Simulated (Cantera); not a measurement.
An isothermal, constant-pressure homogeneous reactor starts with 23.8 % C₂H₆, 76.2 % N₂, at 1800 K and 10.00 Torr.

Detailed kinetics in Cantera: GRI-Mech 3.0 (53 species, 325 reactions). GRI-Mech 3.0 stops at C3 and has no aromatics, soot or wall deposition, so with more carbon than oxygen in the feed, carbon stays in small species such as C2H2 where larger ones or solid carbon would form. Radical loss at walls, strong at low pressure, is not modelled.

Predict: x(C₂H₆) at 2.00 s; x(H) at 2.00 s; x(C₂H₂) at 2.00 s; x(CH₄) at 2.00 s; x(C₂H₄) at 2.00 s; x(CH₂) at 2.00 s.


```
Property                                              Value
-----------------  ----------------------------------------
x(C₂H₆) at 2.00 s  4.46e-9 (gas-phase equilibrium 5.34e-11)
x(H) at 2.00 s      0.00173 (gas-phase equilibrium 0.00177)
x(C₂H₂) at 2.00 s      0.161 (gas-phase equilibrium 0.0968)
x(CH₄) at 2.00 s   0.000483 (gas-phase equilibrium 4.36e-5)
x(C₂H₄) at 2.00 s   1.63e-5 (gas-phase equilibrium 9.63e-6)
x(CH₂) at 2.00 s    3.16e-7 (gas-phase equilibrium 3.00e-8)
```
